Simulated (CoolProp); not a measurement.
Saturation properties of nitrogen.

Model: reference Helmholtz-energy equation of state, Span 2000, in CoolProp.

```csv
T (K),p (MPa),vapour density (kg/m³),liquid cp (kJ/(kg K))
69.5,0.03580,1.772,2.013
76.7,0.09373,4.292,2.038
84,0.2076,8.967,2.083
91.2,0.3989,16.61,2.156
98.5,0.7003,28.75,2.282
105.8,1.139,47.42,2.512
113,1.737,76.31,2.997
120.3,2.549,128.1,4.650
```

It boils at 77.4 K under 1 atm.
